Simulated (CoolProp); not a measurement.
Vapour-liquid equilibrium of R143a (1) + n-butane (2) at 860 kPa; x and y are mole fractions of (1).

Model: multi-fluid Helmholtz-energy mixture model, Lemmon and Jacobsen 2000 and Bücker 2006; pair parameters Bell 2016, in CoolProp.

Give the bubble temperature and the first vapour's composition at x = 0.15, 0.35, 0.95. Is there an azeotrope?

x = 0.15: 312.7 K, y = 0.568; x = 0.35: 298.0 K, y = 0.744; x = 0.95: 284.8 K, y = 0.967. No azeotrope shows between x = 0.05 and 0.95.

The pair parameters rest on a limited set of measurements; away from them the model extrapolates. With so large a gap from Raoult's law the liquid may split in two, which this calculation doesn't test in full.
